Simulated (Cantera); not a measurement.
# Thermodynamics of abatement and gas-phase synthesis, feed NF₃ + O₂ + H₂ + H₂O

Charge: 1 mol NF₃, 0.48 mol O₂, 12 mol H₂, 0.044 mol H₂O, held at 0.0200 bar.

Equilibrium computed with Cantera from the NASA thermochemical tables; the gas is ideal and each condensed phase is pure. Candidate condensed phases: H₂O; 40 gas species. Equilibrium is a limit: real reactors are often held back by kinetics, nucleation or transport.

| T (K) | x H₂ | x HF | x H | x H₂O | x N₂ |
|---|---|---|---|---|---|
| 1700 | 0.679 | 0.214 | 0.000858 | 0.0715 | 0.0356 |
| 1775 | 0.678 | 0.213 | 0.00169 | 0.0714 | 0.0356 |
| 1850 | 0.677 | 0.213 | 0.00313 | 0.0714 | 0.0355 |
| 1925 | 0.675 | 0.213 | 0.00555 | 0.0712 | 0.0355 |
| 2000 | 0.671 | 0.213 | 0.00942 | 0.0710 | 0.0354 |
| 2075 | 0.666 | 0.212 | 0.0154 | 0.0707 | 0.0353 |
| 2150 | 0.659 | 0.211 | 0.0242 | 0.0703 | 0.0352 |
| 2225 | 0.648 | 0.210 | 0.0369 | 0.0695 | 0.0349 |
| 2300 | 0.634 | 0.208 | 0.0545 | 0.0685 | 0.0346 |
| 2375 | 0.614 | 0.205 | 0.0781 | 0.0670 | 0.0342 |
| 2450 | 0.588 | 0.202 | 0.109 | 0.0648 | 0.0336 |
| 2525 | 0.556 | 0.197 | 0.148 | 0.0618 | 0.0329 |
| 2600 | 0.517 | 0.192 | 0.195 | 0.0578 | 0.0319 |
x: gas mole fraction; nothing condenses.

From 1700 K to 2600 K nothing is condensed.
